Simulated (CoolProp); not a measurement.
Model: reference Helmholtz-energy equation of state, Lemmon 2006, in CoolProp. It is a short technical equation, of lower accuracy than the large ones.

Task: For C2F6 (R116), give the phase and the Joule-Thomson coefficient (K/MPa), conductivity (mW/(m K)), Prandtl number at 242.2 K and 39.2 bar.

Result: 
- 242.2 K and 39.2 bar: liquid; Joule-Thomson coefficient -0.0407, conductivity 60.5, Prandtl number 3.72

Viscosity comes from a separate model (Huber 2003), an estimate that may be off by 10 % or more. Thermal conductivity comes from a separate model (Huber 2003), an estimate that may be off by 10 % or more.
